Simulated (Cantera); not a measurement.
**Equilibrium for carbothermic reduction: SiO₂ + CH₄ + N₂**

Charge: 1 mol SiO₂, 5.9 mol CH₄, 1.8 mol N₂, equilibrated at 1952 °C and 0.100 bar.

Cantera equilibrium calculation (NASA polynomials, part measured and part estimated; ideal gas, pure solids and liquids). Candidate condensed phases: C, C₆H₆, C₇H₈, C₈H₁₈, H₂O, Si, SiC, SiO₂, Si₂N₂O, Si₃N₄; 151 gas species. Gases not in the tables: Si₂H₆ and higher silanes. Rates play no part.

The x(H₂) is 0.733. The x(CO) is 0.125, the x(N₂) is 0.109 and the x(H) is 0.0175. The x(HCN) comes out as 0.00924 and the x(C₂H₂ (acetylene)) comes out as 0.00215. The x(SiO) comes out as 0.00186. The x(HNC) is 0.000758 and the x(Si) comes out as 0.000542. The n(C(graphite)) is 2.74 mol, the n(SiC(s)) is 0.959 mol and the gas amount is 15.75 mol. The log10 activity of Si(l) (absent) is -0.94.
